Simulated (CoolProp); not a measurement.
A closed Brayton cycle with dry air: compressor inlet 318.15 K and 1.8 MPa, high pressure 6.21 MPa, turbine inlet 795 K, compressor efficiency 0.85, turbine efficiency 0.85, recuperator effectiveness 0.95 (on enthalpy, no pinch check). Each further row changes one setting.

Model: reference Helmholtz-energy equation of state, Lemmon 2000, in CoolProp. It is a pseudo-pure fit of the blend.

```tsv
case	thermal efficiency (%)	net work (kJ/kg)	compressor to turbine work	compressor exit (K)	turbine exit (K)
as stated	21.4	46.3	0.78	476.9	604.3
turbine inlet 745 K	16.4	32.9	0.83	476.9	564.6
compressor inlet 328.15 K	19.1	41.1	0.80	491.5	604.3
high pressure 5.28 MPa	24.3	47.4	0.74	452.9	626.2
recuperator effectiveness 0.5	16.8	46.3	0.78	476.9	604.3
```
